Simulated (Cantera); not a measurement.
**Equilibrium for aluminium nitride and oxide growth: AlCl₃ + NH₃ + H₂**

Charge: 1 mol AlCl₃, 14 mol NH₃, a varied amount of H₂, held at 2200 K and 0.440 bar.

Cantera equilibrium calculation (NASA polynomials, part measured and part estimated; ideal gas, pure solids and liquids). Candidate condensed phases: Al, AlCl₃, AlN, NH₄Cl; 20 gas species. The tables' values for AlCl₂ are old estimates; treat these amounts as uncertain. Rates play no part.

```json
[
 {"n(H₂) (mol)": "5.6", "x H₂": "0.715", "x N₂": "0.196", "x HCl": "0.0531", "x AlCl": "0.0255", "x H": "0.00718", "x AlCl₂": "0.00218", "x Cl": "0.000388"},
 {"n(H₂) (mol)": "10", "x H₂": "0.745", "x N₂": "0.175", "x HCl": "0.0475", "x AlCl": "0.0229", "x H": "0.00733", "x AlCl₂": "0.00173", "x Cl": "0.000340"},
 {"n(H₂) (mol)": "19", "x H₂": "0.790", "x N₂": "0.142", "x HCl": "0.0392", "x AlCl": "0.0190", "x H": "0.00755", "x AlCl₂": "0.00114", "x Cl": "0.000272"},
 {"n(H₂) (mol)": "34", "x H₂": "0.837", "x N₂": "0.109", "x HCl": "0.0303", "x AlCl": "0.0147", "x H": "0.00777", "x AlCl₂": "0.000667", "x Cl": "0.000205"},
 {"n(H₂) (mol)": "62", "x H₂": "0.884", "x N₂": "0.0758", "x HCl": "0.0213", "x AlCl": "0.0104", "x H": "0.00798", "x AlCl₂": "0.000321", "x Cl": "0.000140"},
 {"n(H₂) (mol)": "110", "x H₂": "0.921", "x N₂": "0.0498", "x HCl": "0.0141", "x AlCl": "0.00686", "x H": "0.00815", "x AlCl₂": "0.000138", "x Cl": "9.08e-5"},
 {"n(H₂) (mol)": "200", "x H₂": "0.948", "x N₂": "0.0303", "x HCl": "0.00867", "x AlCl": "0.00416", "x H": "0.00827", "x AlCl₂": "5.06e-5", "x Cl": "5.50e-5"},
 {"n(H₂) (mol)": "370", "x H₂": "0.967", "x N₂": "0.0174", "x HCl": "0.00504", "x AlCl": "0.00236", "x H": "0.00835", "x AlCl₂": "1.65e-5", "x Cl": "3.17e-5"}
]
```
x: gas mole fraction; nothing condenses.

From 5.6 mol H₂ to 370 mol H₂ nothing is condensed. The main Al-bearing gas is AlCl throughout.
